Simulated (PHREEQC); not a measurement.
**Acid rinse or clean**

A solution holds 0.015 mol HCl and 0.00027 mol CaCl2 per kg of water, at 25 °C. Closed to the air; pH follows from the charge balance.

All values are PHREEQC results (ion-association model, phreeqc.dat), not measurements.

Precipitation was switched off in this run.

Q: What pH, specific conductance does the model give?

A: pH 1.87; specific conductance 5920 µS/cm.
